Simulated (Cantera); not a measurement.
Cantera run, input and output.

```python
import numpy as np
import cantera as ct

gas = ct.Solution("gri30.yaml")
gas.TPX = 1048, 1200, {'C3H8': 1, 'H2': 63}
reactor = ct.IdealGasConstPressureReactor(gas, energy="off", clone=False)
net = ct.ReactorNet([reactor])
net.rtol, net.atol = 1e-08, 1e-18
show = ['C3H8', 'H2', 'CH3', 'C2H', 'H', 'C2H2', 'CH4']
times = np.geomspace(9e-05, 10, 10)

steps = ct.SolutionArray(gas, extra=["t"])
rows = []
print(f"{'t/s':>10s}{'T/K':>9s}{'P/Pa':>11s}" + "".join(f"{s:>11s}" for s in show))
for t in times:
    while net.time < t:
        t_next = net.step()
        steps.append(gas.state, t=t_next)
    rows.append([np.interp(t, steps.t, y) for y in (steps.T, steps.P, *steps(*show).X.T)])
    print(f"{t:10.3e}{rows[-1][0]:9.1f}{rows[-1][1]:11.4g}" + "".join(f"{x:11.3e}" for x in rows[-1][2:]))
rate = np.gradient(steps.T, steps.t)
print("integrator steps:", len(steps.t))
if steps.T.max() > steps.T[0] + 200:
    print(f"time of steepest temperature rise: {steps.t[rate.argmax()]:.4e} s")
gas.TPX = 1048, 1200, {'C3H8': 1, 'H2': 63}
gas.equilibrate("TP")
print(f"equilibrium (TP): T = {gas.T:.1f} K  " + "  ".join(f"{s} {gas[s].X[0]:.3e}" for s in show))
```

Output:

```
       t/s      T/K       P/Pa       C3H8         H2        CH3        C2H          H       C2H2        CH4
 9.000e-05   1048.0       1200  1.562e-02  9.844e-01  2.160e-08  6.753e-32  3.080e-09  6.830e-19  2.152e-09
 3.273e-04   1048.0       1200  1.562e-02  9.844e-01  7.445e-08  6.839e-29  2.646e-08  7.854e-17  2.674e-08
 1.190e-03   1048.0       1200  1.562e-02  9.844e-01  3.177e-07  1.160e-25  1.454e-07  2.402e-14  3.807e-07
 4.327e-03   1048.0       1200  1.562e-02  9.844e-01  1.424e-06  1.254e-22  6.142e-07  6.142e-12  6.236e-06
 1.573e-02   1048.0       1200  1.553e-02  9.843e-01  5.466e-06  9.278e-20  2.311e-06  1.205e-09  9.163e-05
 5.721e-02   1048.0       1200  1.445e-02  9.832e-01  1.697e-05  4.867e-17  7.589e-06  1.923e-07  1.140e-03
 2.080e-01   1048.0       1200  7.810e-03  9.768e-01  1.979e-05  6.303e-15  1.458e-05  1.289e-05  7.678e-03
 7.563e-01   1048.0       1200  6.641e-04  9.697e-01  3.997e-06  4.890e-14  1.007e-05  1.437e-04  1.501e-02
 2.750e+00   1048.0       1200  2.777e-05  9.690e-01  7.837e-07  2.908e-14  2.595e-06  3.315e-04  1.587e-02
 1.000e+01   1048.0       1200  6.563e-07  9.689e-01  3.646e-07  2.242e-14  1.227e-06  5.403e-04  1.599e-02
integrator steps: 779
equilibrium (TP): T = 1048.0 K  C3H8 2.726e-11  H2 9.532e-01  CH3 6.047e-08  C2H 4.948e-17  H 6.931e-08  C2H2 2.078e-05  CH4 4.674e-02
```

Cantera simulation using GRI-Mech 3.0 (53 species, 325 reactions); the numbers are that mechanism's predictions, not measurements. GRI-Mech 3.0 was tuned for natural gas; its chemistry of propane as a main component is partial and can be far from experiment. GRI-Mech 3.0 stops at C3 and has no aromatics, soot or wall deposition, so with more carbon than oxygen in the feed, carbon stays in small species such as C2H2 where larger ones or solid carbon would form. Radical loss at walls, strong at low pressure, is not modelled.
